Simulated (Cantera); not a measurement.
A closed system holds: 1 mol MgO, 1.5 mol CH4, 0.44 mol H2, 7.3 mol CO, equilibrated at 4.80 bar.

Method: chemical equilibrium by Gibbs-energy minimisation in Cantera with the NASA 1993 tables (ideal gas, pure condensed phases). Candidate condensed phases: C, C6H6, C7H8, C8H18, H2O, Mg, MgCO3, MgO, Mg(OH)2; 116 gas species. Rates play no part.

Question: Which condensed phases are stable at each of these points (T (°C)): 1077, 1177, 1277, 1377, 1477, 1577, 1677, 1777, 1877, 1977?

Answer: 
```tsv
T (°C)	condensed phases	Mg condensed (%)
1077	C(graphite) + MgO(s)	100.0
1177	C(graphite) + MgO(s)	100.0
1277	C(graphite) + MgO(s)	100.0
1377	C(graphite) + MgO(s)	100.0
1477	C(graphite) + MgO(s)	100.0
1577	C(graphite) + MgO(s)	99.5
1677	C(graphite) + MgO(s)	96.4
1777	C(graphite) + MgO(s)	76.7
1877	C(graphite)	0.0
1977	C(graphite)	0.0
```

From 1077 °C to 1777 °C the condensed part is C(graphite) + MgO(s). From 1877 °C to 1977 °C the condensed part is C(graphite).
